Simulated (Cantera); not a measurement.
Input: 1 mol C2F6, 0.013 mol HCl, 0.65 mol CH4, equilibrated at 1727 °C and 1.60 Pa.

Equilibrium computed with Cantera from the NASA thermochemical tables; the gas is ideal and each condensed phase is pure. Candidate condensed phases: C, C6H6, C7H8, C8H18; 118 gas species. The feed counts by its element totals alone. The numbers say what is thermodynamically allowed, not how fast it happens.

Base state: F 0.509, HF 0.450, CF2 0.0361, CF 0.00236, Cl 0.00224, CF4 0.000168, CF3 6.78e-5, H 6.02e-5 (mole fractions); condensed: C(graphite).

### Question
What changes in the equilibrium state with this change: pressure from 1.60 Pa to 370 Pa?

### Answer
```tsv
species	before	after
HF	0.450	0.696
CF4	0.000168	0.173
CF2	0.0361	0.0762
F	0.509	0.0485
CF3	6.78e-5	0.00315
HCl	1.10e-6	2.71e-5
H	6.02e-5	4.21e-6
CF	0.00236	0.000225
Cl	0.00224	0.00343
C(graphite), mol	2.43	1.70
```
Gases not in the tables: C2F6 and larger saturated fluorocarbons.

### Question
What changes in the equilibrium state with this change: temperature from 1727 °C to 500 °C?

### Answer
```json
[
 {"species": "HF", "before": "0.450", "after": "0.751"},
 {"species": "CF4", "before": "0.000168", "after": "0.245"},
 {"species": "HCl", "before": "1.10e-6", "after": "0.00375"},
 {"species": "F", "before": "0.509", "after": "<1e-9"},
 {"species": "CF2", "before": "0.0361", "after": "<1e-9"},
 {"species": "CF", "before": "0.00236", "after": "<1e-9"},
 {"species": "CF3", "before": "6.78e-5", "after": "<1e-9"},
 {"species": "H", "before": "6.02e-5", "after": "<1e-9"},
 {"species": "Cl", "before": "0.00224", "after": "1.23e-6"},
 {"species": "C(graphite), mol", "before": "2.43", "after": "1.80"}
]
```
Condensed phases not in the tables: fluorocarbon polymer. Gases not in the tables: C2F6 and larger saturated fluorocarbons.
